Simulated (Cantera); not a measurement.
A Cantera script and its output.

```python
import numpy as np
import cantera as ct

gas = ct.Solution("h2o2.yaml")
gas.TPX = 625, 101325, {'H2': 1, 'O2': 0.847, 'N2': 3.19}
flame = ct.FreeFlame(gas, width=0.04)
flame.set_refine_criteria(ratio=3, slope=0.08, curve=0.16)
flame.transport_model = "unity-Lewis-number"
flame.solve(loglevel=0, auto=True)
z, T = flame.grid, flame.T
thick = (T[-1] - T[0]) / np.gradient(T, z).max()
show = ['H2', 'O2', 'OH', 'O', 'H2O2', 'HO2']
print(f"laminar burning velocity  {flame.velocity[0] * 100:.3f} cm/s")
print(f"burnt temperature         {T[-1]:.1f} K")
print(f"thermal thickness         {thick * 1e3:.4f} mm")
print(f"grid points               {len(z)}")
z0 = z[flame.heat_release_rate.argmax()]
print(f"{'z/mm':>9s}{'T/K':>9s}{'u/(m/s)':>9s}" + "".join(f"{s:>11s}" for s in show))
rows = []
for k in (-3, -2, -1.5, -1, -0.5, -0.25, 0, 0.25, 0.5, 1, 2, 4, 8):
    zz = z0 + k * thick
    rows.append([k * thick, np.interp(zz, z, T), np.interp(zz, z, flame.velocity),
                 *(np.interp(zz, z, flame.X[gas.species_index(s)]) for s in show)])
    print(f"{rows[-1][0] * 1e3:9.3f}{rows[-1][1]:9.1f}{rows[-1][2]:9.3f}" + "".join(f"{x:11.3e}" for x in rows[-1][3:]))
```

It prints:

```
laminar burning velocity  369.986 cm/s
burnt temperature         2079.4 K
thermal thickness         0.3068 mm
grid points               109
     z/mm      T/K  u/(m/s)         H2         O2         OH          O       H2O2        HO2
   -0.920    625.0    3.700  1.985e-01  1.682e-01  1.585e-13  3.888e-12  2.740e-10  8.464e-09
   -0.614    625.0    3.700  1.985e-01  1.682e-01  1.595e-11  3.896e-10  4.875e-09  1.500e-07
   -0.460    625.2    3.701  1.985e-01  1.681e-01  3.193e-10  7.581e-09  3.435e-08  1.051e-06
   -0.307    627.6    3.715  1.982e-01  1.680e-01  1.821e-08  2.846e-07  4.126e-07  1.265e-05
   -0.153    695.7    4.100  1.902e-01  1.641e-01  5.142e-05  4.282e-05  6.233e-06  2.005e-04
   -0.077    925.3    5.373  1.561e-01  1.486e-01  7.198e-04  8.044e-04  8.694e-06  1.717e-04
    0.000   1274.0    7.230  7.709e-02  1.118e-01  4.446e-03  6.476e-03  6.947e-06  9.136e-05
    0.077   1506.7    8.409  2.775e-02  8.519e-02  9.491e-03  1.319e-02  3.931e-06  5.601e-05
    0.153   1632.6    9.023  1.703e-02  7.807e-02  1.160e-02  1.387e-02  2.239e-06  4.231e-05
    0.307   1765.7    9.657  1.260e-02  7.554e-02  1.269e-02  1.100e-02  1.170e-06  3.051e-05
    0.614   1885.5   10.216  8.593e-03  7.451e-02  1.225e-02  7.214e-03  6.504e-07  1.982e-05
    1.227   1976.8   10.635  4.870e-03  7.430e-02  1.028e-02  3.963e-03  3.933e-07  1.120e-05
    2.454   2035.1   10.900  2.259e-03  7.467e-02  7.499e-03  1.810e-03  2.462e-07  5.751e-06
```

Cantera simulation using the H2/O2 subset of GRI-Mech 3.0, which has no nitrogen chemistry; the numbers are that mechanism's predictions, not measurements. Unity Lewis numbers drop preferential diffusion, which matters most where H2 and H carry the flame. Burning velocities carry a grid error of a few per cent, more on coarse grids. Lean hydrogen flames are cellular in practice and burn faster than this planar one.
